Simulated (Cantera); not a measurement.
**Equilibrium for hydrogen reduction and annealing atmospheres: FeS2 + H2 + N2**

Input: 1 mol FeS2, 47 mol H2, 20 mol N2, at 6600 Pa.

These are equilibrium values from Cantera (NASA tables, ideal gas, pure condensed phases), not measurements of a reactor. Candidate condensed phases: Fe, FeS, FeS2, S; 16 gas species. Metal and sulfide melt together well below either melting point, which pure phases cannot show. Mutual solubility and eutectic melting of coexisting phases are not modelled. FeS: taken at fixed stoichiometry. Gases not in the tables: S3 to S7. Equilibrium is a limit: real reactors are often held back by kinetics, nucleation or transport.

```json
[
 {"T (K)": "950", "log p H2": "-1.34", "log p N2": "-1.71", "log p H2S": "-3.01", "log p Fe": "<-13", "log p H": "-9.93", "log p S2": "-8.09", "log p SH": "-8.01", "log p S": "-12.80", "n FeS(s)": "1.00", "n FeS(l)": "0", "n Fe(δ)": "0", "n Fe(l)": "0"},
 {"T (K)": "1150", "log p H2": "-1.34", "log p N2": "-1.71", "log p H2S": "-3.01", "log p Fe": "-11.90", "log p H": "-7.80", "log p S2": "-6.37", "log p SH": "-6.43", "log p S": "-9.87", "n FeS(s)": "1.00", "n FeS(l)": "0", "n Fe(δ)": "0", "n Fe(l)": "0"},
 {"T (K)": "1350", "log p H2": "-1.34", "log p N2": "-1.71", "log p H2S": "-3.01", "log p Fe": "-8.75", "log p H": "-6.29", "log p S2": "-5.16", "log p SH": "-5.33", "log p S": "-7.81", "n FeS(s)": "1.000", "n FeS(l)": "0", "n Fe(δ)": "0", "n Fe(l)": "0"},
 {"T (K)": "1550", "log p H2": "-1.34", "log p N2": "-1.71", "log p H2S": "-3.06", "log p Fe": "-6.45", "log p H": "-5.17", "log p S2": "-4.35", "log p SH": "-4.56", "log p S": "-6.32", "n FeS(s)": "0", "n FeS(l)": "1.000", "n Fe(δ)": "0", "n Fe(l)": "0"},
 {"T (K)": "1750", "log p H2": "-1.35", "log p N2": "-1.71", "log p H2S": "-3.02", "log p Fe": "-4.86", "log p H": "-4.31", "log p S2": "-3.56", "log p SH": "-3.87", "log p S": "-5.09", "n FeS(s)": "0", "n FeS(l)": "0.309", "n Fe(δ)": "0.677", "n Fe(l)": "0"},
 {"T (K)": "1950", "log p H2": "-1.35", "log p N2": "-1.71", "log p H2S": "-3.18", "log p Fe": "-3.69", "log p H": "-3.62", "log p S2": "-3.33", "log p SH": "-3.53", "log p S": "-4.31", "n FeS(s)": "0", "n FeS(l)": "0", "n Fe(δ)": "0", "n Fe(l)": "0.789"},
 {"T (K)": "2150", "log p H2": "-1.36", "log p N2": "-1.72", "log p H2S": "-3.42", "log p Fe": "-3.02", "log p H": "-3.05", "log p S2": "-3.34", "log p SH": "-3.36", "log p S": "-3.77", "n FeS(s)": "0", "n FeS(l)": "0", "n Fe(δ)": "0", "n Fe(l)": "0"}
]
```
log p: log10 of the partial pressure in bar; n: condensed amount in mol.

From 950 K to 1350 K the condensed part is FeS(s). At 1550 K the condensed part is FeS(l). At 1750 K the condensed part is Fe(δ) + FeS(l). At 1950 K the condensed part is Fe(l). At 2150 K nothing is condensed.
